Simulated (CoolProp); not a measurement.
Vapour-liquid equilibrium of CHF3 (R23) (1) + propylene (2) at 161 kPa; x and y are mole fractions of (1).

Computed with CoolProp (multi-fluid Helmholtz-energy mixture model, Penoncello 2003 and Lemmon 2013; pair parameters Bell 2016).

| x | bubble temperature, mixture model (°C) | bubble temperature, Raoult's law (°C) | y, mixture model | y, Raoult's law |
|---|---|---|---|---|
| 0.05 | -48.9 | -41.3 | 0.419 | 0.209 |
| 0.2 | -64.4 | -51.0 | 0.760 | 0.570 |
| 0.35 | -69.3 | -57.8 | 0.833 | 0.749 |
| 0.5 | -71.1 | -62.8 | 0.860 | 0.851 |
| 0.65 | -72.0 | -66.8 | 0.877 | 0.916 |
| 0.8 | -72.7 | -70.0 | 0.901 | 0.960 |
| 0.95 | -73.5 | -72.8 | 0.960 | 0.992 |

The largest gap from Raoult's law is -13.4 K in bubble temperature, at x = 0.2. No azeotrope shows between x = 0.05 and 0.95.

The pair parameters rest on a limited set of measurements; away from them the model extrapolates. With so large a gap from Raoult's law the liquid may split in two, which this calculation doesn't test in full.
